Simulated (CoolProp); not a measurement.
Vapour-liquid equilibrium of R152A (1) + R227EA (2) at 208.8 K; x and y are mole fractions of (1).

The numbers come from the multi-fluid Helmholtz-energy mixture model, Outcalt 1996 and Lemmon 2016; pair parameters Bell 2016 in CoolProp.

```
x     bubble pressure (bar)  y at the bubble point  dew pressure at overall composition x (bar)  liquid density (mol/L)
----  ---------------------  ---------------------  -------------------------------------------  ----------------------
0.05                0.07165                  0.068                                      0.07129                   10.21
0.2                 0.07754                  0.287                                      0.07486                   10.91
0.35                0.08543                  0.485                                      0.07976                   11.69
0.5                 0.09357                  0.641                                      0.08612                   12.56
0.65                 0.1008                  0.761                                      0.09410                   13.56
0.8                  0.1069                  0.862                                       0.1033                   14.70
0.95                 0.1117                  0.962                                       0.1112                   16.03
```

No azeotrope shows between x = 0.05 and 0.95.

Pair parameters are fitted to limited data, so mixtures are less certain than the pure fluids. The gap from Raoult's law changes sign with composition, which may be real or a fault of the pair parameters; it wasn't checked against measurements.
